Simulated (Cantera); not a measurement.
**Low-pressure radical oxidation in H2/O2**

An isothermal, constant-pressure homogeneous reactor starts with H2 : O2 = 0.22 : 1 (molar parts), at 1073 K and 10.00 Torr.

Detailed kinetics in Cantera: GRI-Mech 3.0 (53 species, 325 reactions). Radical loss at walls, strong at low pressure, is not modelled. The temperature is held fixed by assumption; the heat of reaction is taken as removed at once.

```tsv
t (s)	x H2	x O2	x O	x H2O	x H	x OH	x H2O2
8.00e-6	0.180	0.820	2.87e-12	<1e-12	7.11e-11	2.67e-12	<1e-12
2.87e-5	0.180	0.820	3.33e-11	1.22e-11	2.43e-10	2.67e-11	<1e-12
0.000103	0.180	0.820	3.59e-10	3.65e-10	9.48e-10	2.12e-10	<1e-12
0.000368	0.180	0.820	6.82e-9	1.50e-8	1.14e-8	3.32e-9	2.69e-12
0.00132	0.180	0.820	1.48e-5	3.88e-5	2.38e-5	7.07e-6	1.56e-10
0.00473	0.00711	0.741	0.0464	0.150	0.0499	0.00564	2.67e-7
0.0169	0.00196	0.788	0.0117	0.189	0.00606	0.00290	4.08e-7
0.0607	0.000131	0.801	0.000767	0.198	9.51e-5	0.000707	3.03e-7
0.217	8.95e-6	0.802	5.63e-5	0.198	1.89e-6	0.000193	1.07e-7
0.779	1.07e-6	0.802	7.39e-6	0.198	9.01e-8	6.99e-5	3.32e-8
2.79	1.92e-7	0.802	1.40e-6	0.198	7.39e-9	3.04e-5	1.03e-8
10.0	4.24e-8	0.802	3.18e-7	0.198	8.00e-10	1.45e-5	3.14e-9
```
x: mole fraction; the columns are a selection and need not sum to one.

Equilibrium at this temperature and pressure: H2 1.28e-9, O2 0.802, O 9.71e-9, H2O 0.198, H 4.38e-12, OH 2.53e-6, H2O2 1.38e-10 (gas phase only).
